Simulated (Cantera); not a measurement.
# Transport properties of process gases

Gas mixture: O2 = 0.96 (molar parts), at 20.0 Torr, frozen composition.

Cantera's kinetic-theory transport with the Lennard-Jones parameters of GRI-Mech 3.0, ideal gas; thermal conductivity in the mixture-averaged form.

| T (K) | ρ (kg/m³) | cp (J/kg/K) | μ (µPa s) | λ (mW/m/K) | Pr | D (cm²/s) OH | D (cm²/s) CO2 | D (cm²/s) O |
|---|---|---|---|---|---|---|---|---|
| 400 | 0.0257 | 941.4 | 25.6 | 33.9 | 0.713 | 20.2 | 10.0 | 20.7 |
| 600 | 0.0171 | 1003 | 34.1 | 48.2 | 0.709 | 40.4 | 20.5 | 41.2 |
| 800 | 0.0128 | 1055 | 41.4 | 61.4 | 0.710 | 65.4 | 33.7 | 66.8 |
| 1000 | 0.0103 | 1090 | 47.9 | 73.6 | 0.710 | 94.9 | 49.3 | 96.9 |
| 1200 | 0.00855 | 1114 | 54.0 | 84.9 | 0.708 | 129 | 67.0 | 131 |
| 1400 | 0.00733 | 1134 | 59.7 | 95.7 | 0.707 | 166 | 86.7 | 169 |
| 1600 | 0.00641 | 1151 | 65.1 | 106 | 0.707 | 207 | 108 | 211 |
D: mixture-averaged diffusion coefficient of that species in the mixture.
